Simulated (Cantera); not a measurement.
Input (Python, Cantera):

```python
import numpy as np
import cantera as ct

gas = ct.Solution("gri30.yaml")
gas.TPX = 1200, 13332, {'CO': 0.0013, 'O2': 0.0095, 'H2O': 0.018, 'N2': 1, 'H2': 0.0019}
reactor = ct.IdealGasConstPressureReactor(gas, energy="off", clone=False)
net = ct.ReactorNet([reactor])
net.rtol, net.atol = 1e-08, 1e-18
show = ['CO', 'O2', 'H2O', 'HO2', 'H2O2']
times = np.geomspace(0.0001, 4, 14)

steps = ct.SolutionArray(gas, extra=["t"])
rows = []
print(f"{'t/s':>10s}{'T/K':>9s}{'P/Pa':>11s}" + "".join(f"{s:>11s}" for s in show))
for t in times:
    while net.time < t:
        t_next = net.step()
        steps.append(gas.state, t=t_next)
    rows.append([np.interp(t, steps.t, y) for y in (steps.T, steps.P, *steps(*show).X.T)])
    print(f"{t:10.3e}{rows[-1][0]:9.1f}{rows[-1][1]:11.4g}" + "".join(f"{x:11.3e}" for x in rows[-1][2:]))
rate = np.gradient(steps.T, steps.t)
print("integrator steps:", len(steps.t))
if steps.T.max() > steps.T[0] + 200:
    print(f"time of steepest temperature rise: {steps.t[rate.argmax()]:.4e} s")
gas.TPX = 1200, 13332, {'CO': 0.0013, 'O2': 0.0095, 'H2O': 0.018, 'N2': 1, 'H2': 0.0019}
gas.equilibrate("TP")
print(f"equilibrium (TP): T = {gas.T:.1f} K  " + "  ".join(f"{s} {gas[s].X[0]:.3e}" for s in show))
```

Result:

```
       t/s      T/K       P/Pa         CO         O2        H2O        HO2       H2O2
 1.000e-04   1200.0  1.333e+04  1.261e-03  9.217e-03  1.746e-02  1.653e-11  1.630e-15
 2.259e-04   1200.0  1.333e+04  1.261e-03  9.217e-03  1.746e-02  3.745e-11  8.074e-15
 5.105e-04   1200.0  1.333e+04  1.261e-03  9.217e-03  1.746e-02  8.528e-11  3.872e-14
 1.153e-03   1200.0  1.333e+04  1.261e-03  9.217e-03  1.746e-02  1.994e-10  1.748e-13
 2.606e-03   1200.0  1.333e+04  1.261e-03  9.217e-03  1.746e-02  5.992e-10  7.866e-13
 5.889e-03   1200.0  1.333e+04  1.261e-03  9.216e-03  1.746e-02  2.915e-08  2.868e-11
 1.331e-02   1200.0  1.333e+04  9.848e-04  8.321e-03  1.841e-02  4.703e-07  7.160e-08
 3.006e-02   1200.0  1.333e+04  2.806e-04  7.892e-03  1.872e-02  4.311e-07  7.250e-08
 6.793e-02   1200.0  1.333e+04  4.630e-05  7.705e-03  1.912e-02  3.468e-07  5.489e-08
 1.535e-01   1200.0  1.333e+04  7.474e-06  7.672e-03  1.928e-02  1.807e-07  2.239e-08
 3.468e-01   1200.0  1.333e+04  1.333e-06  7.672e-03  1.932e-02  5.556e-08  6.285e-09
 7.835e-01   1200.0  1.333e+04  2.482e-07  7.674e-03  1.933e-02  1.529e-08  1.793e-09
 1.770e+00   1200.0  1.333e+04  5.144e-08  7.675e-03  1.933e-02  4.711e-09  5.812e-10
 4.000e+00   1200.0  1.333e+04  1.381e-08  7.676e-03  1.934e-02  1.681e-09  2.132e-10
integrator steps: 1364
equilibrium (TP): T = 1200.0 K  CO 6.944e-10  O2 7.655e-03  H2O 1.934e-02  HO2 2.973e-10  H2O2 1.480e-11
```

Model: GRI-Mech 3.0 (53 species, 325 reactions), integrated in Cantera.
